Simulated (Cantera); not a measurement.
Feed: 1 mol MgCl₂, a varied amount of O₂, 1.5 mol H₂, equilibrated at 1002 °C and 30.0 mbar.

Method: chemical equilibrium by Gibbs-energy minimisation in Cantera with the NASA 1993 tables (ideal gas, pure condensed phases). Candidate condensed phases: H₂O, Mg, MgCl₂, MgO, Mg(OH)₂; 22 gas species. Equilibrium is a limit: real reactors are often held back by kinetics, nucleation or transport.

**Question.** At 4 mol O₂, list the 5 most abundant gas species with their mole fractions, and the condensed phases.

**Answer.** O₂ 0.561, HCl 0.322, H₂O 0.101, Cl₂ 0.00973, Cl 0.00563. Condensed: MgO(s).
